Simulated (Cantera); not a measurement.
A closed system holds: 1 mol c-C4F8, 0.02 mol HCl, 0.12 mol H2, equilibrated at 3273.15 K and 4.00 Pa.

Equilibrium computed with Cantera from the NASA thermochemical tables; the gas is ideal and each condensed phase is pure. Candidate condensed phases: C, C6H6, C7H8, C8H18; 118 gas species. The feed counts by its element totals alone. Rates play no part.

Base state: F 0.656, C 0.311, H 0.0209, C2 0.00615, CF 0.00288, Cl 0.00165, C3 0.00130, HF 0.000485 (mole fractions); condensed: gas only.

**Question.** What changes in the equilibrium state with this change: 1.3 mol Cl2 added?

**Answer.** 
| species | before | after |
|---|---|---|
| F | 0.656 | 0.540 |
| C | 0.311 | 0.258 |
| Cl | 0.00165 | 0.177 |
| H | 0.0209 | 0.0173 |
| C3 | 0.00130 | 0.000749 |
| HF | 0.000485 | 0.000329 |
| CF | 0.00288 | 0.00197 |
| C2 | 0.00615 | 0.00425 |

**Question.** What changes in the equilibrium state with this change: c-C4F8 replaced by C2F6?

**Answer.** 
| species | before | after |
|---|---|---|
| F | 0.656 | 0.727 |
| C | 0.311 | 0.232 |
| H | 0.0209 | 0.0309 |
| C3 | 0.00130 | 0.000546 |
| C2 | 0.00615 | 0.00345 |
| HF | 0.000485 | 0.000792 |
| Cl | 0.00165 | 0.00243 |
| CF | 0.00288 | 0.00239 |

**Question.** What changes in the equilibrium state with this change: H2 from 0.12 to 8 mol?

**Answer.** 
```tsv
species	before	after
H	0.0209	0.570
F	0.656	0.281
C	0.311	0.140
H2	1.51e-7	0.000112
HF	0.000485	0.00566
C3	0.00130	0.000120
CF	0.00288	0.000559
```
